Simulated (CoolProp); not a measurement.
The numbers come from the reference Helmholtz-energy equation of state, Thol 2019 in CoolProp.

### Question
For n-pentane, give the phase and the speed of sound (m/s), Joule-Thomson coefficient (K/MPa), conductivity (mW/(m K)) at -63.85 °C and 1550 kPa; -44.05 °C and 1550 kPa; 94.25 °C and 1550 kPa.

### Answer
- -63.85 °C and 1550 kPa: liquid; speed of sound 1460, Joule-Thomson coefficient -0.519, conductivity 146
- -44.05 °C and 1550 kPa: liquid; speed of sound 1360, Joule-Thomson coefficient -0.495, conductivity 139
- 94.25 °C and 1550 kPa: liquid; speed of sound 690, Joule-Thomson coefficient -0.109, conductivity 90.2

Thermal conductivity comes from a separate model (Vassiliou 2015).
